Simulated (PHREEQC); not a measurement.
0.022 g of hydrous ferric oxide (600 m²/g; 0.2 weak and 0.005 strong sites per Fe, Dzombak-Morel constants, diffuse double layer) in 1 kg of water with 0.005 mol/kgw of an inert sodium salt, at 25 °C; the pH is set by adding NaOH or the inert anion's acid. Oxygen alone is held at its pressure in air (log pO2 = -0.68). No CO2 enters from the air. No solid was allowed to form.

Model: ion-association model, wateq4f.dat, run in PHREEQC.

Task: Predict surface charge σ (C/m²), surface potential ψ (mV) at pH = 5, 6.33, 7, 10.33.

Result: 
| pH | surface charge σ (C/m²) | surface potential ψ (mV) |
|---|---|---|
| 5 | 0.090 | 158 |
| 6.33 | 0.027 | 97 |
| 7 | 0.013 | 62 |
| 10.33 | -0.042 | -119 |

Species that the database lacks are ignored. The oxide is taken as insoluble; below pH 4 it would dissolve.
